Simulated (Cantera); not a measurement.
# Fluorocarbon and chlorocarbon gases: CF4 + HCl + H2

Input: 1 mol CF4, 0.13 mol HCl, 0.16 mol H2, equilibrated at 0.133 bar.

Method: chemical equilibrium by Gibbs-energy minimisation in Cantera with the NASA 1993 tables (ideal gas, pure condensed phases). Candidate condensed phases: C, C6H6, C7H8, C8H18; 135 gas species. Ions and electrons are included (thermal ionisation). The tables' values for C2F4 are old estimates; treat these amounts as uncertain. Gases not in the tables: C2F6 and larger saturated fluorocarbons. Rates play no part.

```tsv
T (K)	x F	x CF4	x HF	x CF2	x C	x CF	x Cl	x H	x C3	x CF3	x C2	n C(graphite)
2000	0.00447	0.582	0.300	0.0233	2.28e-10	2.08e-5	0.0794	5.48e-7	2.08e-10	0.00320	1.76e-11	0.0939
2500	0.230	0.255	0.219	0.213	3.31e-7	0.00199	0.0627	9.44e-6	6.93e-8	0.0182	2.41e-8	0
3000	0.534	0.00104	0.134	0.226	0.000373	0.0607	0.0386	0.000290	0.00222	0.00241	0.000229	0
3500	0.695	1.05e-6	0.101	0.0236	0.0113	0.0981	0.0305	0.00510	0.0287	4.08e-5	0.00633	0
4000	0.723	1.46e-9	0.0572	0.00143	0.0664	0.0541	0.0271	0.0365	0.0182	5.40e-7	0.0157	0
4500	0.718	4.11e-12	0.0145	8.12e-5	0.144	0.0178	0.0243	0.0696	0.00209	9.11e-9	0.00953	0
5000	0.717	<1e-12	0.00326	5.25e-6	0.171	0.00467	0.0235	0.0782	9.60e-5	2.24e-10	0.00259	0
```
x: gas mole fraction; n: condensed amount in mol.

At 2000 K the condensed part is C(graphite). From 2500 K to 5000 K nothing is condensed. The main C-bearing gas is CF4 at 2000 K and C at 5000 K.
